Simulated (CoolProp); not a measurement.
A single-stage vapour-compression cycle with n-perfluoropentane: evaporating at 290.15 K (dew point), condensing at 346.15 K (bubble point), superheat 2 K, subcooling 8 K, compressor efficiency 0.75, no pressure losses. Each further row changes one setting.

Model: reference Helmholtz-energy equation of state, Gao 2022, in CoolProp.

```csv
case,cooling COP,pressure ratio,discharge temperature (K),refrigerating effect (kJ/kg),volumetric capacity (kJ/m³)
as stated,[?],6.29,346.1,43.9,341
evaporating temperature 295.15 K,2.97,[?],346.1,[?],[?]
condensing temperature 341.15 K,2.97,5.49,341.2,49.5,385
subcooling 13 K,2.80,6.29,346.1,49.5,385
superheat 12 K,2.67,6.29,346.1,[?],[?]
compressor efficiency 0.65,[?],6.29,346.1,43.9,341
```

What belongs in the gaps?


- as stated, cooling COP: 2.48
- evaporating temperature 295.15 K, pressure ratio: 5.16
- evaporating temperature 295.15 K, refrigerating effect (kJ/kg): 47.7
- evaporating temperature 295.15 K, volumetric capacity (kJ/m³): 447
- superheat 12 K, refrigerating effect (kJ/kg): 52.0
- superheat 12 K, volumetric capacity (kJ/m³): 389
- compressor efficiency 0.65, cooling COP: 2.15

The compression ends wet for: as stated; evaporating temperature 295.15 K; condensing temperature 341.15 K; subcooling 13 K; superheat 12 K; compressor efficiency 0.65.
